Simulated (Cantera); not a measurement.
Feed: 1 mol Al, 0.15 mol O2, 83 mol N2, 0.17 mol CO2, at 898 K and 0.00400 bar.

Cantera equilibrium calculation (NASA polynomials, part measured and part estimated; ideal gas, pure solids and liquids). Candidate condensed phases: Al, AlN, Al2O3, C; 32 gas species. Rates play no part.

Q: What is the equilibrium state?

A: 
| Quantity | Result |
|---|---|
| x(N2) | 1.000 |
| x(CO) | 2.24e-6 |
| n(AlN(s)) | 0.573 mol |
| n(Al2O3(s)) | 0.213 mol |
| n(C(graphite)) | 0.170 mol |
| gas amount | 82.71 mol |
| log10 activity of Al(s) (absent) | -11.80 |
